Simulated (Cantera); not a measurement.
A closed system holds: 1 mol AlI3, 0.46 mol H2O, 4.2 mol H2, held at 218 Torr.

These are equilibrium values from Cantera (NASA tables, ideal gas, pure condensed phases), not measurements of a reactor. Candidate condensed phases: Al, AlI3, Al2O3, H2O, I2; 25 gas species. The numbers say what is thermodynamically allowed, not how fast it happens.

Problem. At 1752 °C, list the 7 most abundant gas species with their mole fractions, and the condensed phases.

Solution. H2 0.595, I 0.249, AlI 0.0926, HI 0.0585, H 0.00276, AlI3 0.000534, I2 0.000466. Condensed: Al2O3(s).
